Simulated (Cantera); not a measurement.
A perfectly stirred reactor is fed with 1.28 % H2, 98.7 % O2, at 0.0267 bar; it is held at 1048 K, and followed from long to short residence time.

Cantera simulation using the H2/O2 subset of GRI-Mech 3.0, which has no nitrogen chemistry; the numbers are that mechanism's predictions, not measurements. Radical loss at walls, strong at low pressure, is not modelled.

x: mole fraction; the columns are a selection and need not sum to one.

| τ (s) | x H2 | x O2 | x H | x H2O | x O | x H2O2 | x HO2 |
|---|---|---|---|---|---|---|---|
| 0.36 | … | 0.986 | 3.93e-5 | 0.0126 | 0.000951 | 6.59e-8 | 1.93e-6 |
| 0.14 | … | 0.985 | 9.35e-5 | 0.0123 | 0.00156 | 8.48e-8 | 2.68e-6 |
| 0.056 | … | 0.984 | 0.000206 | 0.0120 | 0.00239 | 1.11e-7 | 3.58e-6 |
| 0.022 | … | 0.983 | 0.000422 | 0.0113 | 0.00342 | 1.48e-7 | 4.60e-6 |
| 0.0088 | … | 0.982 | 0.000743 | 0.0103 | 0.00433 | 1.98e-7 | 5.57e-6 |
| 0.0035 | … | 0.981 | 0.00105 | 0.00857 | 0.00464 | 2.58e-7 | 6.27e-6 |
| 0.0014 | … | 0.982 | 0.00102 | 0.00590 | 0.00381 | 2.84e-7 | 6.38e-6 |

**Question.** Fill in the missing entries.

**Answer.** 
- 0.36, x H2: 0.000201
- 0.14, x H2: 0.000337
- 0.056, x H2: 0.000567
- 0.022, x H2: 0.000983
- 0.0088, x H2: 0.00174
- 0.0035, x H2: 0.00316
- 0.0014, x H2: 0.00580
